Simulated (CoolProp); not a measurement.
Model: reference Helmholtz-energy equation of state, de Reuck 1990, in CoolProp.

### Question
For fluorine, give the phase and the cp (kJ/(kg K)), Joule-Thomson coefficient (K/MPa) at -65.35 °C and 4.84 MPa; -3.85 °C and 4.84 MPa; 26.85 °C and 4.84 MPa.

### Answer
- -65.35 °C and 4.84 MPa: gas; cp 0.955, Joule-Thomson coefficient 3.59
- -3.85 °C and 4.84 MPa: gas; cp 0.876, Joule-Thomson coefficient 2.12
- 26.85 °C and 4.84 MPa: gas; cp 0.870, Joule-Thomson coefficient 1.70
